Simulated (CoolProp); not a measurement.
Water along the isobar 37.7 MPa: Z from the reference equation and from simpler models built on Tc = 647.1 K, pc = 22.06 MPa, ω = 0.344; each cubic takes its own stable root.

Computed with CoolProp (reference Helmholtz-energy equation of state, Wagner 2002).

| T (K) | phase | reference | van der Waals | Redlich-Kwong | Soave-Redlich-Kwong | Peng-Robinson |
|---|---|---|---|---|---|---|
| 473 | liquid | 0.1941 | 0.3966 | 0.2807 | 0.2684 | 0.2378 |
| 505 | liquid | 0.1893 | 0.3850 | 0.2763 | 0.2637 | 0.2336 |
| 536.9 | liquid | 0.1868 | 0.3768 | 0.2752 | 0.2627 | 0.2327 |
| 568.8 | liquid | 0.1869 | 0.3724 | 0.2780 | 0.2662 | 0.2361 |
| 600.8 | liquid | 0.1907 | 0.3721 | 0.2860 | 0.2762 | 0.2457 |
| 632.7 | liquid | 0.2008 | 0.3771 | 0.3018 | 0.2972 | 0.2661 |
| 664.7 | supercritical | 0.2268 | 0.3901 | 0.3323 | 0.3423 | 0.3112 |
| 696.6 | supercritical | 0.3242 | 0.4163 | 0.3932 | 0.4450 | 0.4149 |
| 728.5 | supercritical | 0.5014 | 0.4662 | 0.4946 | 0.5787 | 0.5457 |
| 760.5 | supercritical | 0.6187 | 0.5413 | 0.5902 | 0.6759 | 0.6412 |
